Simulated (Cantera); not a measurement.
# Transport properties of process gases

Gas mixture: 42.0 % N2O, 58.0 % CO2, at 0.260 bar, frozen composition.

Cantera's kinetic-theory transport with the Lennard-Jones parameters of GRI-Mech 3.0, ideal gas; thermal conductivity in the multicomponent form. The composition is frozen, though it would react at the higher temperatures.

```tsv
T (K)	ρ (kg/m³)	cp (J/kg/K)	μ (µPa s)	λ (mW/m/K)	Pr	D (cm²/s) H2O	D (cm²/s) O	D (cm²/s) H2
400	0.344	951.5	19.6	25.3	0.739	1.12	1.65	4.24
600	0.229	1087	27.6	40.7	0.738	2.48	3.35	8.46
800	0.172	1178	34.5	55.2	0.737	4.24	5.47	13.7
1000	0.138	1243	40.6	68.6	0.735	6.36	7.96	19.9
1200	0.115	1286	46.1	80.8	0.734	8.81	10.8	27.0
1400	0.0983	1319	51.3	92.3	0.733	11.5	14.0	34.8
1600	0.0860	1345	56.1	103	0.731	14.5	17.5	43.5
1800	0.0765	1365	60.7	113	0.730	17.8	21.2	52.8
```
D: mixture-averaged diffusion coefficient of that species in the mixture.
